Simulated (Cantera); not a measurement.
A closed system holds: 1 mol Si2H6, a varied amount of O2, at 2098.15 K and 95000 Pa.

Cantera equilibrium calculation (NASA polynomials, part measured and part estimated; ideal gas, pure solids and liquids). Candidate condensed phases: H2O, Si, SiO2; 18 gas species. The feed counts by its element totals alone. The tables hold silica as quartz up to 1696 K and as liquid above; real silica turns to tridymite and cristobalite and melts near 1996 K. Gases not in the tables: Si2H6 and higher silanes. The numbers say what is thermodynamically allowed, not how fast it happens.

**Question.** At 1.5 mol O2, list the 4 most abundant gas species with their mole fractions, and the condensed phases.

**Answer.** H2 0.746, SiO 0.250, H 0.00273, H2O 0.000969. Condensed: SiO2(l).
